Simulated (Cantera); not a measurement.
Equilibrium for carbothermic reduction: Fe₂O₃ + CO + H₂

Feed: 1 mol Fe₂O₃, 9.7 mol CO, 3 mol H₂, equilibrated at 128 Torr.

These are equilibrium values from Cantera (NASA tables, ideal gas, pure condensed phases), not measurements of a reactor. Candidate condensed phases: C, C₆H₆, C₇H₈, C₈H₁₈, Fe, Fe(CO)₅, FeO, Fe(OH)₂, Fe(OH)₃, Fe₂O₃, Fe₃O₄, H₂O; 114 gas species. Each liquid is taken as pure. Mutual solubility and eutectic melting of coexisting phases are not modelled. The tables' stoichiometric FeO is somewhat more stable than real wüstite, so its field is too wide. FeO: taken at fixed stoichiometry. Rates play no part.

| T (K) | x CO | x H₂ | x CO₂ | x H₂O | x Fe | x H | x OH | x FeO | n Fe(α) | n FeO(s) | n Fe(γ) | n Fe(δ) | n FeO(l) | n Fe(l) |
|---|---|---|---|---|---|---|---|---|---|---|---|---|---|---|
| 1075 | 0.621 | 0.195 | 0.143 | 0.0416 | 2.65e-12 | 1.57e-8 | 1.27e-11 | <1e-12 | 1.34 | 0.661 | 0 | 0 | 0 | 0 |
| 1175 | 0.633 | 0.187 | 0.131 | 0.0494 | 1.24e-10 | 1.29e-7 | 2.37e-10 | <1e-12 | 1.29 | 0.713 | 0 | 0 | 0 | 0 |
| 1275 | 0.642 | 0.180 | 0.122 | 0.0566 | 3.11e-9 | 7.58e-7 | 2.78e-9 | 1.25e-12 | 0 | 0.735 | 1.27 | 0 | 0 | 0 |
| 1375 | 0.650 | 0.173 | 0.114 | 0.0630 | 4.83e-8 | 3.46e-6 | 2.26e-8 | 3.89e-11 | 0 | 0.749 | 1.25 | 0 | 0 | 0 |
| 1475 | 0.656 | 0.168 | 0.108 | 0.0685 | 5.14e-7 | 1.29e-5 | 1.38e-7 | 7.49e-10 | 0 | 0.761 | 1.24 | 0 | 0 | 0 |
| 1575 | 0.662 | 0.163 | 0.102 | 0.0731 | 4.02e-6 | 4.07e-5 | 6.63e-7 | 9.77e-9 | 0 | 0.773 | 1.23 | 0 | 0 | 0 |
| 1675 | 0.668 | 0.160 | 0.0953 | 0.0758 | 2.44e-5 | 0.000113 | 2.58e-6 | 9.03e-8 | 0 | 0 | 0 | 1.17 | 0.828 | 0 |
| 1775 | 0.680 | 0.162 | 0.0838 | 0.0742 | 0.000120 | 0.000282 | 8.07e-6 | 5.95e-7 | 0 | 0 | 0 | 1.01 | 0.992 | 0 |
| 1875 | 0.686 | 0.161 | 0.0768 | 0.0743 | 0.000477 | 0.000639 | 2.29e-5 | 3.18e-6 | 0 | 0 | 0 | 0 | 1.08 | 0.914 |
| 1975 | 0.690 | 0.160 | 0.0719 | 0.0749 | 0.00161 | 0.00133 | 5.92e-5 | 1.42e-5 | 0 | 0 | 0 | 0 | 1.13 | 0.848 |
| 2075 | 0.691 | 0.158 | 0.0675 | 0.0751 | 0.00482 | 0.00257 | 0.000139 | 5.42e-5 | 0 | 0 | 0 | 0 | 1.17 | 0.763 |
x: gas mole fraction; n: condensed amount in mol.

From 1075 K to 1175 K the condensed part is Fe(α) + FeO(s). From 1275 K to 1575 K the condensed part is Fe(γ) + FeO(s). From 1675 K to 1775 K the condensed part is Fe(δ) + FeO(l). From 1875 K to 2075 K the condensed part is Fe(l) + FeO(l).
